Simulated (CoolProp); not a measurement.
Propyne at 436.54 K and 3.2 MPa is throttled through a valve to 1.89 MPa with no heat exchange. Each further row changes one setting.

The numbers come from the reference Helmholtz-energy equation of state, Polt 1992 in CoolProp. This equation is an older, rougher fit.

```
case                       temperature change (K)  final density (kg/m³)
-------------------------  ----------------------  ---------------------
as stated                                     [?]                    [?]
outlet pressure 0.567 MPa                     [?]                    [?]
outlet pressure 2.46 MPa                     -6.0                    [?]
```

Question: Complete the blanks.

Answer: 
- as stated, temperature change (K): -10.7
- as stated, final density (kg/m³): 23.8
- outlet pressure 0.567 MPa, temperature change (K): -21.8
- outlet pressure 0.567 MPa, final density (kg/m³): 6.81
- outlet pressure 2.46 MPa, final density (kg/m³): 31.7
